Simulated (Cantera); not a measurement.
A closed system holds: 1 mol Zr, 23 mol H2O, held at 750 Torr.

Method: chemical equilibrium by Gibbs-energy minimisation in Cantera with the NASA 1993 tables (ideal gas, pure condensed phases). Candidate condensed phases: H2O, Zr, ZrO2; 12 gas species. Rates play no part.

Question: At 2575 K, list the 6 most abundant gas species with their mole fractions, and the condensed phases.

Answer: H2O 0.860, H2 0.102, OH 0.0210, H 0.0110, O2 0.00512, O 0.00148. Condensed: ZrO2(tetragonal).
